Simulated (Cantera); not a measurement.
A closed system holds: 1 mol BN, 0.78 mol O2, held at 650 °C and 1.33 mbar.

These are equilibrium values from Cantera (NASA tables, ideal gas, pure condensed phases), not measurements of a reactor. Candidate condensed phases: B, BN, B2O3; 17 gas species. Equilibrium is a limit: real reactors are often held back by kinetics, nucleation or transport.

Base state: N2 0.943, O2 0.0566 (mole fractions); condensed: B2O3(l).

Q: What changes in the equilibrium state with this change: temperature from 650 °C to 1825 °C?

A: 
```
species       before    after
------------  ------  -------
N2             0.943    0.474
B2O3           <1e-9    0.441
BO2            <1e-9   0.0603
O2            0.0566   0.0120
BO             <1e-9  0.00627
O              <1e-9  0.00412
B2O2           <1e-9  7.45e-5
B2O3(l), mol   0.500        0
```
